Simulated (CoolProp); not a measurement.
Properties of octamethyltrisiloxane (MDM) along the isotherm 575 K (Tc = 565.4 K, pc = 1.438 MPa, ω = 0.528).

The numbers come from the reference Helmholtz-energy equation of state, Thol 2017 in CoolProp.

| p (MPa) | phase | cp (kJ/(kg K)) | cv (kJ/(kg K)) | speed of sound (m/s) | expansivity (1/kK) |
|---|---|---|---|---|---|
| 0.653 | gas | 2.173 | 2.083 | 120.1 | 3.368 |
| 1.31 | gas | 2.587 | 2.133 | 81.58 | 11.99 |
| 1.96 | supercritical | 3.099 | 2.157 | 99.75 | 15.38 |
| 2.61 | supercritical | 2.659 | 2.140 | 156.2 | 6.779 |
| 3.27 | supercritical | 2.549 | 2.132 | 193.2 | 4.814 |
| 3.92 | supercritical | 2.495 | 2.128 | 221.6 | 3.904 |
| 4.57 | supercritical | 2.462 | 2.125 | 245.5 | 3.355 |
| 5.23 | supercritical | 2.438 | 2.123 | 266.7 | 2.977 |
| 5.88 | supercritical | 2.421 | 2.121 | 285.4 | 2.704 |
| 6.53 | supercritical | 2.408 | 2.120 | 302.5 | 2.492 |
| 7.19 | supercritical | 2.397 | 2.119 | 318.6 | 2.320 |
